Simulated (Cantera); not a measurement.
An adiabatic, constant-volume homogeneous reactor starts with CH4 : C2H6 : O2 : N2 = 1 : 0.15 : 1.33 : 5 (molar parts), at 1800 K and 450000 Pa.

Detailed kinetics in Cantera: GRI-Mech 3.0 (53 species, 325 reactions). Above 3000 K some thermodynamic fits are extrapolated.

Task: Predict: time of steepest temperature rise; temperature at 0.100 s; equilibrium temperature; x(O2) at 0.100 s; x(OH) at 0.100 s; x(CO2) at 0.100 s.

Result: 
- time of steepest temperature rise = 10.5 µs
- temperature at 0.100 s = 3056 K
- equilibrium temperature = 3056 K
- x(O2) at 0.100 s = 0.000288 (gas-phase equilibrium 0.000288)
- x(OH) at 0.100 s = 0.00745 (gas-phase equilibrium 0.00745)
- x(CO2) at 0.100 s = 0.0163 (gas-phase equilibrium 0.0163)
